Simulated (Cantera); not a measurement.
A Cantera script and what it prints.

```python
import numpy as np
import cantera as ct

gas_names = """
    AL ALH ALO ALOH ALO2 ALO2H AL2 AL2O AL2O2 H HALO HO2 H2 H2O H2O2 O OH O2 O3 Si SiH SiH2 SiH3 SiH4
    SiO SiO2 Si2 Si3
""".split()
cond_names = """
    AL(cr) AL(L) AL2O3(a) AL2O3(L) AL2SiO5(an) AL6Si2O13(s) H2O(s) H2O(L) Si(cr) Si(L) SiO2(Lqz)
    SiO2(hqz) SiO2(L)
""".split()


# ... load() reads the species with a 1 bar reference pressure and builds the phases ...
atoms = {
    'SiO2': {'Si': 1, 'O': 2},
    'Al2O3': {'AL': 2, 'O': 3},
    'H2O': {'H': 2, 'O': 1},
}
top_T = {'AL2SiO5(an)': 2000, 'AL6Si2O13(s)': 2100}  # K; cautious upper limits of use, not melting points


# ... equilibrate(T, P, feed) seeds the gas with the atoms and calls Mixture.equilibrate('TP', solver="vcs", rtol=1e-11, max_steps=5000) ...
results = []
feed = {'SiO2': 1, 'Al2O3': 0.79, 'H2O': 0.61}  # mol
T = 1675  # K
P = 10000  # Pa
mix = equilibrate(T, P, feed)
results.append((T, P, feed, dict(zip(mix.species_names, mix.species_moles))))
x = sorted(zip(gas.X, gas.species_names), reverse=True)
print(f"T = {T:g} K  P = {P:g} Pa  gas = {mix.phase_moles(0):.4g} mol")
print("   x: " + "  ".join(f"{s} {v:.3e}" for v, s in x if v > 1e-05))
print("   condensed (mol): " + ("  ".join(f"{mix.phase(i).name} {mix.phase_moles(i):.4g}"
      for i in range(1, mix.n_phases) if mix.phase_moles(i) > 1e-12) or "none"))
```

Result:

```
T = 1675 K  P = 10000 Pa  gas = 0.6106 mol
   x: H2O 9.970e-01  H2 1.750e-03  O2 7.716e-04  OH 4.232e-04  H 1.536e-05
   condensed (mol): AL6Si2O13(s) 0.2633  SiO2(hqz) 0.4733
```

These are equilibrium values from Cantera (NASA tables, ideal gas, pure condensed phases), not measurements of a reactor. Mutual solubility and eutectic melting of coexisting phases are not modelled. The tables hold silica as quartz up to 1696 K and as liquid above; real silica turns to tridymite and cristobalite and melts near 1996 K. Condensed phases not in the tables: alloys, solid solutions and most ternary compounds. Gases not in the tables: Si(OH)4.
